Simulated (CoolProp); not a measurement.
Saturation properties of R143a (Tc = 345.9 K, pc = 37.62 bar, ω = 0.261).

Computed with CoolProp (reference Helmholtz-energy equation of state, Lemmon and Jacobsen 2000).

| T (K) | p (bar) | liquid cp (kJ/(kg K)) | vapour Z | liquid viscosity (µPa s) | vapour viscosity (µPa s) |
|---|---|---|---|---|---|
| 250.6 | 2.869 | 1.400 | 0.9032 | 174 | 9.36 |
| 261 | (withheld) | 1.440 | 0.8766 | (withheld) | 9.74 |
| 271.4 | 5.866 | (withheld) | 0.8455 | 144 | 10.2 |
| 281.8 | 8.041 | 1.543 | (withheld) | 131 | 10.6 |
| 292.2 | 10.77 | 1.616 | (withheld) | 119 | 11.2 |
| 302.6 | (withheld) | 1.715 | 0.7206 | 107 | 11.9 |
| 313 | (withheld) | 1.864 | 0.6649 | 94.5 | 12.9 |
| 323.4 | 23.20 | 2.127 | (withheld) | 82.2 | 14.2 |

Some entries are withheld; supply them.


- 261, p (bar): 4.166
- 261, liquid viscosity (µPa s): 158
- 271.4, liquid cp (kJ/(kg K)): 1.486
- 281.8, vapour Z: 0.8096
- 292.2, vapour Z: 0.7683
- 302.6, p (bar): 14.14
- 313, p (bar): 18.25
- 323.4, vapour Z: 0.5981

It boils at 225.9 K under 1 atm.

Viscosity comes from a separate model (Klein 1997), an estimate that may be off by 10 % or more.
